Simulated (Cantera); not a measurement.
Ignition delay

Mixture: CH₄ : O₂ : N₂ = 1 : 2.56 : 9.64 (molar parts), equivalence ratio 0.78, at 315 Torr, adiabatic and at constant pressure. Ignition delay is the time to a rise of 400 K.

Computed with Cantera and GRI-Mech 3.0 (53 species, 325 reactions).

```
T0 (K)  delay (ms)
------  ----------
1200          81.3
1250          39.4
1300          19.9
1350          10.6
1400          5.88
1450          3.44
1500          2.12
1550          1.36
```

```
Property                                                 Value
--------------------------------------------------  ----------
apparent activation energy between 1450 and 1550 K  170 kJ/mol
```
